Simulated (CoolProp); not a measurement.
CH3F (R41) along the isotherm 179.1 K: Z from the reference equation and from simpler models built on Tc = 317.3 K, pc = 59.06 bar, ω = 0.200; each cubic takes its own stable root.

Computed with CoolProp (reference Helmholtz-energy equation of state, Lemmon 2006). It is a short technical equation, of lower accuracy than the large ones.

```tsv
p (bar)	phase	reference
1.87	liquid	0.004680
3.02	liquid	0.007556
4.87	liquid	0.01218
7.88	liquid	0.01970
12.7	liquid	0.03174
20.6	liquid	0.05143
33.2	liquid	0.08276
53.7	liquid	0.1335
86.7	liquid	0.2148
140	liquid	0.3448
226	liquid	0.5518
366	liquid	0.8822
591	liquid	1.399
```

Q: How far does each simpler model (van der Waals, Soave-Redlich-Kwong, Peng-Robinson) lie from the reference over these 13 states: mean and median of the absolute difference, and the worst?

A: 
- van der Waals: mean 2599.6 %, median 88.7 %, worst +20494.0 % at 179.1 K and 1.87 bar
- Soave-Redlich-Kwong: mean 26.2 %, median 26.2 %, worst +26.4 % at 179.1 K and 591 bar
- Peng-Robinson: mean 12.1 %, median 12.0 %, worst +13.0 % at 179.1 K and 591 bar

At some of these states van der Waals gives the other phase, because its saturation line lies elsewhere.
